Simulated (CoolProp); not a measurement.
Model: reference Helmholtz-energy equation of state, Schmidt 1985, in CoolProp.

### Question
For oxygen, give the phase and the cv (kJ/(kg K)), fugacity coefficient at -126.35 °C and 3.36 MPa; -126.35 °C and 20.2 MPa; -126.35 °C and 47.1 MPa.

### Answer
- -126.35 °C and 3.36 MPa: gas; cv 0.853, fugacity coefficient 0.744
- -126.35 °C and 20.2 MPa: liquid; cv 0.819, fugacity coefficient 0.219
- -126.35 °C and 47.1 MPa: liquid; cv 0.854, fugacity coefficient 0.194
